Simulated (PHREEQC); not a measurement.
Make-up at 25 °C: 38 mmol/kgw KOH, 0.76 mmol/kgw CO2 and 7.8 mmol/kgw K2CO3. Closed to the air; pH follows from the charge balance.

Equilibrium calculation in PHREEQC: ion-association model, phreeqc.dat.

Q: The ionic strength comes out as 0.0621 mol/kgw. What activity coefficients do CO3-2, HCO3-, OH-, K+ get?

A: CO3-2 0.44, HCO3- 0.82, OH- 0.80, K+ 0.80.

This is a speciation only: nothing precipitates in the calculation. Complexes and solids missing from the database can't appear.
